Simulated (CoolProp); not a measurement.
Aqueous lithium chloride as a coolant, at 0 °C, 1 atm.

Model: Melinder's fits for secondary coolants, in CoolProp.

```csv
mass %,freezing point (°C),conductivity (W/(m K)),viscosity (mPa s),density (kg/m³),Prandtl number
1.8,-1.4,0.558,1.87,1011,13.8
3.9,(withheld),0.554,1.98,1023,14.2
6,-6.3,0.550,2.11,1036,14.8
8.2,-9.4,0.546,2.26,1049,15.5
10.3,-12.7,0.542,2.44,1061,16.2
12.4,-16.9,0.538,2.63,1074,17.1
14.5,(withheld),0.535,2.85,(withheld),18.1
16.6,-29.4,0.531,3.10,(withheld),19.2
18.7,-37.9,0.527,3.38,1112,20.5
```

Some entries are withheld; supply them.


- 3.9, freezing point (°C): -3.7
- 14.5, freezing point (°C): -22.4
- 14.5, density (kg/m³): 1086
- 16.6, density (kg/m³): 1099
